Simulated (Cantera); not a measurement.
Cantera run, input and output.

```python
import numpy as np
import cantera as ct

gas = ct.Solution("gri30.yaml")
gas.TPX = 550, 430000, {'CH4': 1, 'O2': 1.54, 'N2': 5.78}
flame = ct.FreeFlame(gas, width=0.014)
flame.set_refine_criteria(ratio=3, slope=0.08, curve=0.16)
flame.transport_model = "mixture-averaged"
flame.solve(loglevel=0, auto=True)
z, T = flame.grid, flame.T
thick = (T[-1] - T[0]) / np.gradient(T, z).max()
show = ['CH4', 'O2', 'H2', 'HCN', 'NO', 'CH2O']
print(f"laminar burning velocity  {flame.velocity[0] * 100:.3f} cm/s")
print(f"burnt temperature         {T[-1]:.1f} K")
print(f"thermal thickness         {thick * 1e3:.4f} mm")
print(f"grid points               {len(z)}")
z0 = z[flame.heat_release_rate.argmax()]
print(f"{'z/mm':>9s}{'T/K':>9s}{'u/(m/s)':>9s}" + "".join(f"{s:>11s}" for s in show))
rows = []
for k in (-3, -2, -1.5, -1, -0.5, -0.25, 0, 0.25, 0.5, 1, 2, 4, 8):
    zz = z0 + k * thick
    rows.append([k * thick, np.interp(zz, z, T), np.interp(zz, z, flame.velocity),
                 *(np.interp(zz, z, flame.X[gas.species_index(s)]) for s in show)])
    print(f"{rows[-1][0] * 1e3:9.3f}{rows[-1][1]:9.1f}{rows[-1][2]:9.3f}" + "".join(f"{x:11.3e}" for x in rows[-1][3:]))
```

It prints:

```
laminar burning velocity  42.008 cm/s
burnt temperature         2236.5 K
thermal thickness         0.1665 mm
grid points               133
     z/mm      T/K  u/(m/s)        CH4         O2         H2        HCN         NO       CH2O
   -0.500    551.2    0.422  1.197e-01  1.844e-01  3.283e-03  2.465e-09  2.946e-09  5.915e-07
   -0.333    558.0    0.429  1.186e-01  1.833e-01  7.510e-03  2.270e-08  2.212e-08  5.363e-06
   -0.250    582.8    0.451  1.161e-01  1.808e-01  1.241e-02  1.357e-07  1.131e-07  3.129e-05
   -0.167    712.1    0.557  1.059e-01  1.697e-01  2.076e-02  1.147e-06  9.671e-07  2.482e-04
   -0.083   1192.9    0.951  6.958e-02  1.231e-01  3.217e-02  7.850e-06  9.325e-06  1.188e-03
   -0.042   1594.9    1.286  3.777e-02  7.789e-02  3.795e-02  1.646e-05  2.000e-05  1.131e-03
    0.000   1958.8    1.592  1.021e-02  3.163e-02  4.137e-02  3.094e-05  3.619e-05  4.299e-04
    0.042   2126.6    1.730  1.411e-03  8.520e-03  4.124e-02  4.311e-05  6.138e-05  1.059e-04
    0.083   2173.7    1.764  1.946e-04  2.168e-03  4.124e-02  3.796e-05  8.560e-05  1.977e-05
    0.167   2198.0    1.780  8.179e-06  3.020e-04  4.209e-02  2.073e-05  1.109e-04  8.592e-07
    0.333   2214.8    1.791  1.808e-07  9.244e-05  4.268e-02  7.649e-06  1.257e-04  1.932e-08
    0.666   2227.4    1.800  3.810e-09  3.609e-05  4.286e-02  2.206e-06  1.315e-04  4.840e-09
    1.332   2234.1    1.805  1.034e-10  1.498e-05  4.293e-02  5.542e-07  1.325e-04  4.658e-09
```

Cantera simulation using GRI-Mech 3.0 (53 species, 325 reactions); the numbers are that mechanism's predictions, not measurements. Burning velocities carry a grid error of a few per cent, more on coarse grids.
